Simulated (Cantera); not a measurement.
A Cantera script and its output.

```python
import numpy as np
import cantera as ct

gas = ct.Solution("gri30.yaml")
gas.TPX = 1123, 13332, {'H2': 0.54, 'O2': 1, 'N2': 11}
inlet = ct.Reservoir(gas, clone=True)

reactor = ct.IdealGasConstPressureReactor(gas, energy="off", clone=False)
exhaust = ct.Reservoir(gas, clone=True)
tau = [0.83, 0.43, 0.22, 0.12, 0.06, 0.031, 0.016, 0.0084, 0.0043][0]
for a, b in ((inlet, reactor), (reactor, exhaust)):
    ct.MassFlowController(a, b, mdot=lambda t: reactor.mass / tau)
net = ct.ReactorNet([reactor])
show = ['H2', 'O2', 'NO2', 'O', 'N2O']

rows = []
print(f"{'tau/s':>10s}{'T/K':>9s}" + "".join(f"{s:>11s}" for s in show))
for tau in [0.83, 0.43, 0.22, 0.12, 0.06, 0.031, 0.016, 0.0084, 0.0043]:
    net.initial_time = 0.0
    net.advance(30 * tau)
    before = gas.X
    net.advance(40 * tau)
    drift = np.max(np.abs(gas.X - before) / (gas.X + 1e-9))
    rows.append([gas.T, *gas[show].X, drift])
    print(f"{tau:10.3e}{gas.T:9.1f}" + "".join(f"{x:11.3e}" for x in gas[show].X))
```

Result:

```
     tau/s      T/K         H2         O2        NO2          O        N2O
 8.300e-01   1123.0  1.655e-04  5.947e-02  1.514e-10  1.194e-04  9.996e-08
 4.300e-01   1123.0  2.496e-04  5.948e-02  1.278e-10  1.832e-04  8.471e-08
 2.200e-01   1123.0  3.769e-04  5.948e-02  1.146e-10  2.813e-04  7.056e-08
 1.200e-01   1123.0  5.439e-04  5.950e-02  1.068e-10  4.115e-04  5.910e-08
 6.000e-02   1123.0  8.221e-04  5.953e-02  9.960e-11  6.289e-04  4.765e-08
 3.100e-02   1123.0  1.212e-03  5.961e-02  9.311e-11  9.295e-04  3.838e-08
 1.600e-02   1123.0  1.778e-03  5.975e-02  8.610e-11  1.350e-03  3.063e-08
 8.400e-03   1123.0  2.568e-03  6.002e-02  7.787e-11  1.896e-03  2.441e-08
 4.300e-03   1123.0  3.740e-03  6.052e-02  6.663e-11  2.594e-03  1.911e-08
```

Detailed kinetics in Cantera: GRI-Mech 3.0 (53 species, 325 reactions). The temperature is held fixed by assumption; the heat of reaction is taken as removed at once.
